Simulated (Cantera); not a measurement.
A perfectly stirred reactor is fed with NO : N₂ = 1 : 8.5 (molar parts), at 105 Torr; it is held at 2025 K, and followed from long to short residence time.

Detailed kinetics in Cantera: GRI-Mech 3.0 (53 species, 325 reactions).

x: mole fraction; the columns are a selection and need not sum to one.

```json
[
 {"τ (s)": "14", "x NO": "0.0300", "x O": "[?]", "x N₂": "0.932", "x N₂O": "4.52e-7", "x O₂": "0.0374", "x NO₂": "7.85e-6"},
 {"τ (s)": "2.1", "x NO": "0.0799", "x O": "[?]", "x N₂": "0.907", "x N₂O": "2.83e-6", "x O₂": "0.0125", "x NO₂": "1.25e-5"},
 {"τ (s)": "0.31", "x NO": "0.102", "x O": "[?]", "x N₂": "0.896", "x N₂O": "4.75e-6", "x O₂": "0.00151", "x NO₂": "7.42e-6"},
 {"τ (s)": "0.045", "x NO": "0.105", "x O": "[?]", "x N₂": "0.895", "x N₂O": "4.87e-6", "x O₂": "0.000139", "x NO₂": "4.63e-6"},
 {"τ (s)": "0.0067", "x NO": "0.105", "x O": "[?]", "x N₂": "0.895", "x N₂O": "3.86e-6", "x O₂": "4.43e-6", "x NO₂": "1.33e-6"},
 {"τ (s)": "0.0010", "x NO": "0.105", "x O": "[?]", "x N₂": "0.895", "x N₂O": "1.53e-6", "x O₂": "6.80e-8", "x NO₂": "1.24e-7"},
 {"τ (s)": "0.00015", "x NO": "0.105", "x O": "[?]", "x N₂": "0.895", "x N₂O": "3.05e-7", "x O₂": "1.27e-9", "x NO₂": "6.11e-9"}
]
```

### Question
What belongs in the gaps?

### Answer

- 14, x O: 0.000424
- 2.1, x O: 0.000260
- 0.31, x O: 0.000128
- 0.045, x O: 7.84e-5
- 0.0067, x O: 2.22e-5
- 0.0010, x O: 2.65e-6
- 0.00015, x O: 3.36e-7
